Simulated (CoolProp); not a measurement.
A single-stage vapour-compression cycle with R123: evaporating at 258.15 K (dew point), condensing at 314.15 K (bubble point), superheat 5 K, subcooling 2 K, compressor efficiency 0.8, no pressure losses. Each further row changes one setting.

Values from CoolProp's reference Helmholtz-energy equation of state, Younglove 1994. It is a modified Benedict-Webb-Rubin equation, recast in Helmholtz form.

```tsv
case	cooling COP	pressure ratio	discharge temperature (K)	refrigerating effect (kJ/kg)	volumetric capacity (kJ/m³)
as stated	(withheld)	10.2	333.5	136	151
evaporating temperature 263.15 K	3.48	7.88	331.2	(withheld)	196
condensing temperature 309.15 K	3.42	(withheld)	328.2	141	156
subcooling 7 K	3.16	10.2	333.5	141	156
superheat 15 K	3.07	10.2	(withheld)	142	(withheld)
compressor efficiency 0.7	(withheld)	10.2	(withheld)	136	151
```

Question: Some entries are withheld; supply them.

Answer: 
- as stated, cooling COP: 3.04
- evaporating temperature 263.15 K, refrigerating effect (kJ/kg): 139
- condensing temperature 309.15 K, pressure ratio: 8.61
- superheat 15 K, discharge temperature (K): 344.5
- superheat 15 K, volumetric capacity (kJ/m³): 152
- compressor efficiency 0.7, cooling COP: 2.66
- compressor efficiency 0.7, discharge temperature (K): 342.1
